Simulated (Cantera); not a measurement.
## Pb + H₂ + N₂ (iron carbonyl, mercury and lead vapours)

Input: 1 mol Pb, 0.2 mol H₂, 0.36 mol N₂, at 798.15 K and 2600 Pa.

Method: chemical equilibrium by Gibbs-energy minimisation in Cantera with the NASA 1993 tables (ideal gas, pure condensed phases). Candidate condensed phases: Pb; 11 gas species. Kinetics and transport are ignored.

```yaml
x(N₂): 0.643
x(H₂): 0.357
x(NH₃): 1.36e-5
x(Pb): 2.21e-6
n(Pb(l)): 1.000 mol
gas_amount: 0.5600 mol
```
